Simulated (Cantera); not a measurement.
What does this Cantera script print?

```python
import numpy as np
import cantera as ct

gas_names = """
    CL CL2 H HCL H2 N NH NH2 NH3 N2 N2H2 N2H4 Si SiCL SiCL2 SiCL3 SiCL4 SiH SiHCL3 SiH2 SiH2CL2 SiH3
    SiH3CL SiH4 SiN Si2 Si2N Si3
""".split()
cond_names = """
    NH4CL(a) NH4CL(b) Si(cr) Si(L) Si3N4(a)
""".split()


def load(file, names, dense=False):
    # The tables refer to 1 bar. Condensed volumes are neglected.
    table = {s.name: s for s in ct.Species.list_from_file(file)}
    out = []
    for n in names:
        d = dict(table[n].input_data)
        d["thermo"] = dict(d["thermo"], **{"reference-pressure": 1e5})
        if dense:
            d["equation-of-state"] = {"model": "constant-volume", "density": "1e6 g/cm^3"}
        out.append(ct.Species.from_dict(d))
    return out


gas = ct.Solution(thermo="ideal-gas", species=load("nasa_gas.yaml", gas_names))
cond = {s.name: ct.Solution(thermo="fixed-stoichiometry", species=[s], name=s.name)
        for s in load("nasa_condensed.yaml", cond_names, dense=True)}
atoms = {
    'SiH2Cl2': {'Si': 1, 'H': 2, 'CL': 2},
    'HCl': {'H': 1, 'CL': 1},
    'N2': {'N': 2},
}
top_T = {'Si3N4(a)': 2400}  # K; cautious upper limits of use, not melting points


def equilibrate(T, P, feed):
    n = {}
    for name, mol in feed.items():
        for a, k in atoms[name].items():
            n[a] = n.get(a, 0.0) + k * mol
    gas.TPX = T, P, n
    mass = sum(n.values()) * gas.mean_molecular_weight
    gas.equilibrate("TP")
    valid = [c for c in cond.values() if c.min_temp <= T <= top_T.get(c.name, c.max_temp)]
    mix = ct.Mixture([(gas, mass / gas.mean_molecular_weight)] + [(c, 0.0) for c in valid])
    mix.T, mix.P = T, P
    mix.equilibrate("TP", solver="vcs", rtol=1e-11, max_steps=5000)
    return mix


results = []
feed = {'SiH2Cl2': 1, 'HCl': 0.77, 'N2': 6.2}  # mol
P = 133.322  # Pa
for T in [1250, 1300, 1350, 1400, 1450, 1500, 1550, 1600]:
    mix = equilibrate(T, P, feed)
    results.append((T, P, feed, dict(zip(mix.species_names, mix.species_moles))))

top = {s: max(r[3][s] / sum(r[3][g] for g in gas_names) for r in results) for s in gas_names}
cols = sorted((s for s in top if top[s] > 1e-05), key=lambda s: -top[s])[:7]
seen = [c for c in cond_names if any(r[3].get(c, 0) > 1e-12 for r in results)]
print("log10 of partial pressures in bar; condensed amounts in mol")
print(f"{'T/K':>10s}" + "".join(f"{s[:9]:>10s}" for s in cols + seen))
for T, P, feed, n in results:
    ng = sum(n[g] for g in gas_names)
    print(f"{T:10.4g}" + "".join(f"{np.log10(max(n[s] / ng * P / 1e5, 1e-99)):10.3f}" for s in cols)
          + "".join(f"{n.get(c, 0):10.4g}" for c in seen))
```

Output:

```
log10 of partial pressures in bar; condensed amounts in mol
       T/K        N2       HCL        H2     SiCL2     SiCL4     SiCL3         H  Si3N4(a)
      1250    -3.038    -3.515    -4.156    -5.047    -4.584    -5.243    -8.394    0.2485
      1300    -3.039    -3.528    -4.140    -4.666    -4.719    -5.079    -8.026    0.2305
      1350    -3.039    -3.557    -4.101    -4.372    -4.958    -5.014    -7.673    0.1992
      1400    -3.040    -3.606    -4.042    -4.168    -5.317    -5.057    -7.334    0.1579
      1450    -3.039    -3.673    -3.975    -4.034    -5.761    -5.179    -7.012    0.1138
      1500    -3.038    -3.755    -3.915    -3.945    -6.244    -5.345    -6.712   0.07192
      1550    -3.037    -3.844    -3.867    -3.882    -6.737    -5.532    -6.435   0.03468
      1600    -3.036    -3.939    -3.829    -3.838    -7.225    -5.727    -6.179  0.002942
```

These are equilibrium values from Cantera (NASA tables, ideal gas, pure condensed phases), not measurements of a reactor. N2 is the only nitrogen source here; it is nearly inert below about 1500 K, so the nitride shown seldom forms there in practice. The tables' values for SiCl3, SiCl are old estimates; treat these amounts as uncertain.
